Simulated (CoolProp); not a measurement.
Vapour pressure (MPa) of R1234yf: the reference equation beside estimates from Tc = 367.8 K, pc = 3.384 MPa, ω = 0.276.

The numbers come from the reference Helmholtz-energy equation of state, Lemmon 2022 in CoolProp.

```json
[
 {"T (K)": "209.1", "reference": "0.01640", "Lee-Kesler": "0.01579", "Redlich-Kwong": "0.03838", "Soave-Redlich-Kwong": "0.01603"},
 {"T (K)": "221.3", "reference": "0.03366", "Lee-Kesler": "0.03281", "Redlich-Kwong": "0.07127", "Soave-Redlich-Kwong": "0.03310"},
 {"T (K)": "233.4", "reference": "0.06296", "Lee-Kesler": "0.06205", "Redlich-Kwong": "0.1218", "Soave-Redlich-Kwong": "0.06229"},
 {"T (K)": "245.6", "reference": "0.1101", "Lee-Kesler": "0.1095", "Redlich-Kwong": "0.1959", "Soave-Redlich-Kwong": "0.1096"},
 {"T (K)": "257.7", "reference": "0.1805", "Lee-Kesler": "0.1807", "Redlich-Kwong": "0.2979", "Soave-Redlich-Kwong": "0.1806"},
 {"T (K)": "269.9", "reference": "0.2825", "Lee-Kesler": "0.2840", "Redlich-Kwong": "0.4348", "Soave-Redlich-Kwong": "0.2839"},
 {"T (K)": "282", "reference": "0.4221", "Lee-Kesler": "0.4253", "Redlich-Kwong": "0.6098", "Soave-Redlich-Kwong": "0.4260"},
 {"T (K)": "294.2", "reference": "0.6101", "Lee-Kesler": "0.6150", "Redlich-Kwong": "0.8307", "Soave-Redlich-Kwong": "0.6179"},
 {"T (K)": "306.3", "reference": "0.8527", "Lee-Kesler": "0.8588", "Redlich-Kwong": "1.099", "Soave-Redlich-Kwong": "0.8658"},
 {"T (K)": "318.5", "reference": "1.164", "Lee-Kesler": "1.170", "Redlich-Kwong": "1.424", "Soave-Redlich-Kwong": "1.184"},
 {"T (K)": "330.6", "reference": "1.550", "Lee-Kesler": "1.556", "Redlich-Kwong": "1.805", "Soave-Redlich-Kwong": "1.576"}
]
```

Absolute difference from the reference over all 11 rows, mean and median: Lee-Kesler 1.1 and 0.7 %, Redlich-Kwong 62.2 and 53.9 %, Soave-Redlich-Kwong 1.2 and 1.3 %.
